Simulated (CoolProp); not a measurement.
Saturation properties of R236EA.

Computed with CoolProp (reference Helmholtz-energy equation of state, Rui 2013).

```csv
T (K),p (MPa),liquid cp (kJ/(kg K)),vapour Z
262.1,0.04748,1.219,0.9744
265.7,0.05619,1.221,0.9711
269.2,0.06584,1.224,0.9676
272.8,0.07709,1.227,0.9637
276.3,0.08944,1.230,0.9597
279.9,0.1037,1.234,0.9552
283.4,?,1.238,0.9506
287,0.1371,1.243,0.9455
290.5,0.1564,1.247,?
294.1,0.1784,?,0.9345
297.6,?,1.258,0.9286
301.2,?,1.263,0.9221
```

Task: Complete the blanks.

Result: 
- 283.4, p (MPa): 0.1193
- 290.5, vapour Z: 0.9402
- 294.1, liquid cp (kJ/(kg K)): 1.252
- 297.6, p (MPa): 0.2020
- 301.2, p (MPa): 0.2288

It boils at 279.3 K under 1 atm.
